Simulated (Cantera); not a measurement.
A closed system holds: 1 mol CH₃SiCl₃, 60 mol H₂, at 480 Torr.

Cantera equilibrium calculation (NASA polynomials, part measured and part estimated; ideal gas, pure solids and liquids). Candidate condensed phases: C, C₆H₆, C₇H₈, C₈H₁₈, Si, SiC; 109 gas species. The feed counts by its element totals alone. The tables' values for SiCl, SiCl₃ are old estimates; treat these amounts as uncertain. Gases not in the tables: Si₂H₆ and higher silanes. The numbers say what is thermodynamically allowed, not how fast it happens.

x: gas mole fraction; n: condensed amount in mol.

| T (K) | x H₂ | x HCl | x H | x C₂H₂ (acetylene) | n SiC(s) |
|---|---|---|---|---|---|
| 1550 | 0.952 | 0.0470 | 3.84e-5 | ___ | 0.981 |
| 1650 | 0.952 | 0.0470 | 0.000111 | ___ | 0.981 |
| 1750 | 0.952 | 0.0470 | 0.000284 | ___ | 0.980 |
| 1850 | 0.952 | 0.0468 | 0.000657 | ___ | 0.977 |
| 1950 | 0.951 | 0.0466 | 0.00140 | ___ | 0.969 |
| 2050 | 0.950 | 0.0462 | 0.00276 | ___ | 0.957 |
| 2150 | 0.948 | 0.0456 | 0.00513 | ___ | 0.936 |
| 2250 | 0.943 | 0.0449 | 0.00902 | ___ | 0.901 |
| 2350 | 0.936 | 0.0441 | 0.0151 | ___ | 0.829 |

Task: Some entries are withheld; supply them.

Result: 
- 1550, x C₂H₂ (acetylene): 9.91e-7
- 1650, x C₂H₂ (acetylene): 5.88e-6
- 1750, x C₂H₂ (acetylene): 2.60e-5
- 1850, x C₂H₂ (acetylene): 7.75e-5
- 1950, x C₂H₂ (acetylene): 0.000163
- 2050, x C₂H₂ (acetylene): 0.000282
- 2150, x C₂H₂ (acetylene): 0.000452
- 2250, x C₂H₂ (acetylene): 0.000727
- 2350, x C₂H₂ (acetylene): 0.00124
